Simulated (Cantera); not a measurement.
Mixture: CH4 : O2 : N2 = 1 : 1.67 : 6.27 (molar parts), equivalence ratio 1.2, at 1.01 bar, adiabatic and at constant pressure. Ignition delay is the time to a rise of 400 K.

Cantera simulation using GRI-Mech 3.0 (53 species, 325 reactions); the numbers are that mechanism's predictions, not measurements.

**Question.** What does this change do: pressure from 1.01 bar to 7.30 bar?

**Answer.** 
| quantity | before | after |
|---|---|---|
| delay at 1300 K | 12.8 ms | 2.21 ms |
| delay at 1400 K | 3.74 ms | 0.733 ms |
| delay at 1500 K | 1.25 ms | 0.265 ms |
| delay at 1600 K | 0.486 ms | 0.104 ms |
| apparent activation energy between 1550 and 1650 K | 180 kJ/mol | 190 kJ/mol |
